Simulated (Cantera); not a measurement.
A freely propagating, adiabatic, planar premixed flame of 54.1 % H2, 9.68 % O2, 36.3 % N2, unburnt at 300 K and 82000 Pa; mixture-averaged transport, grid criteria slope 0.08 and curve 0.16, no radiation.

Detailed kinetics in Cantera: the H2/O2 subset of GRI-Mech 3.0, which has no nitrogen chemistry. Burning velocities carry a grid error of a few per cent, more on coarse grids.

x: mole fraction of selected species; z is measured from the peak of heat release.

```
z (mm)  T (K)  u (m/s)   x H2     x O2      x H       x O   x H2O2      x OH
------  -----  -------  -----  -------  -------  --------  -------  --------
-1.40     300     2.44  0.541   0.0968    <1e-8     <1e-8    <1e-8     <1e-8
-0.933    300     2.44  0.541   0.0968    <1e-8     <1e-8    <1e-8     <1e-8
-0.700    300     2.44  0.541   0.0968    <1e-8     <1e-8    <1e-8     <1e-8
-0.466    301     2.44  0.540   0.0968    <1e-8     <1e-8  3.05e-8     <1e-8
-0.233      ?     2.71  0.535   0.0977        ?         ?        ?         ?
-0.117    594     4.64  0.507   0.0924  0.00233   8.79e-5  7.31e-5  0.000532
0         953     7.25  0.454   0.0720   0.0170  0.000550  1.08e-5  0.000492
0.117       ?     9.16      ?        ?        ?         ?        ?  0.000879
0.233    1355     10.2  0.360   0.0130   0.0520  0.000768  2.13e-7  0.000933
0.466    1467     11.0  0.348  0.00105   0.0516  0.000164  8.92e-8  0.000823
0.933    1556     11.6  0.355  4.04e-5   0.0409   8.17e-5  6.53e-8  0.000827
1.87     1638     12.2  0.363  1.32e-5   0.0294   4.97e-5  4.20e-8  0.000747
3.73     1706     12.6  0.369  6.50e-6   0.0195   2.49e-5  2.18e-8  0.000587
```

What belongs in the gaps?


- -0.233, T (K): 337
- -0.233, x H: 3.74e-6
- -0.233, x O: 1.47e-6
- -0.233, x H2O2: 1.49e-5
- -0.233, x OH: 9.58e-6
- 0.117, T (K): 1214
- 0.117, x H2: 0.396
- 0.117, x O2: 0.0379
- 0.117, x H: 0.0391
- 0.117, x O: 0.00119
- 0.117, x H2O2: 5.81e-7
